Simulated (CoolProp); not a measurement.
Saturated liquid density (kg/m³) of toluene: the reference equation beside estimates from Tc = 318.6 °C, pc = 4126 kPa, ω = 0.266.

Computed with CoolProp (reference Helmholtz-energy equation of state, Lemmon 2006). It is a short technical equation, of lower accuracy than the large ones.

```tsv
T (°C)	reference	van der Waals	Soave-Redlich-Kwong	Peng-Robinson
1.25	884.2	516.7	…	879.7
25.75	861.5	505.2	766.7	862.6
50.25	838.4	493.0	749.1	843.9
74.75	814.9	480.2	729.7	823.2
99.25	…	…	708.4	…
123.75	…	452.0	684.9	774.7
148.25	738.9	436.4	…	746.0
172.75	…	419.3	629.3	713.6
```

Fill in the missing entries.


- 1.25, Soave-Redlich-Kwong: 782.9
- 99.25, reference: 790.7
- 99.25, van der Waals: 466.6
- 99.25, Peng-Robinson: 800.2
- 123.75, reference: 765.5
- 148.25, Soave-Redlich-Kwong: 658.7
- 172.75, reference: 710.6

Absolute difference from the reference over all 8 rows, mean and median: van der Waals 41.1 and 41.0 %, Soave-Redlich-Kwong 10.8 and 10.8 %, Peng-Robinson 0.8 and 0.8 %.
